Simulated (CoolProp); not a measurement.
Fluorine along the isotherm -117.55 °C: Z from the reference equation and from simpler models built on Tc = -128.7 °C, pc = 5.240 MPa, ω = 0.045; each cubic takes its own stable root.

Values from CoolProp's reference Helmholtz-energy equation of state, de Reuck 1990.

```
p (MPa)  phase  reference  Pitzer virial  van der Waals  Redlich-Kwong  Soave-Redlich-Kwong  Peng-Robinson
-------  -----  ---------  -------------  -------------  -------------  -------------------  -------------
0.327      gas     0.9837         0.9831         0.9844         0.9827               0.9828         0.9806
0.655      gas     0.9668         0.9662         0.9683         0.9650               0.9653         0.9609
0.982      gas     0.9494         0.9494         0.9518         0.9471               0.9474         0.9409
1.31       gas     0.9314         0.9325         0.9348         0.9286               0.9291         0.9205
1.64       gas     0.9128         0.9155         0.9172         0.9097               0.9103         0.8996
1.96       gas     0.8942         0.8990         0.8996         0.8908               0.8917         0.8789
2.29       gas     0.8744         0.8820         0.8808         0.8709               0.8719         0.8572
2.62       gas     0.8541         0.8650         0.8612         0.8505               0.8516         0.8350
```
